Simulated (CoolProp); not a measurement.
The fluoroketone C6F12O (FK-5-1-12) along the isobar 7.8 bar: density (kg/m³) from the reference equation and from simpler models built on Tc = 441.8 K, pc = 18.69 bar, ω = 0.471; each cubic takes its own stable root.

Computed with CoolProp (reference Helmholtz-energy equation of state, McLinden 2015).

| T (K) | phase | reference |
|---|---|---|
| 184.5 | liquid | 1918 |
| 211 | liquid | 1847 |
| 237.6 | liquid | 1776 |
| 264.1 | liquid | 1703 |
| 290.6 | liquid | 1628 |
| 317.1 | liquid | 1548 |
| 343.7 | liquid | 1459 |
| 370.2 | liquid | 1357 |

### Question
How far does each simpler model (van der Waals, Redlich-Kwong, Soave-Redlich-Kwong, Peng-Robinson) lie from the reference over these 8 states: mean and median of the absolute difference, and the worst?

### Answer
- van der Waals: mean 47.8 %, median 41.5 %, worst -92.2 % at 370.2 K and 7.8 bar
- Redlich-Kwong: mean 15.0 %, median 14.3 %, worst -18.5 % at 370.2 K and 7.8 bar
- Soave-Redlich-Kwong: mean 9.7 %, median 9.4 %, worst -11.7 % at 184.5 K and 7.8 bar
- Peng-Robinson: mean 2.1 %, median 2.2 %, worst +3.4 % at 317.1 K and 7.8 bar

At some of these states van der Waals gives the other phase, because its saturation line lies elsewhere.
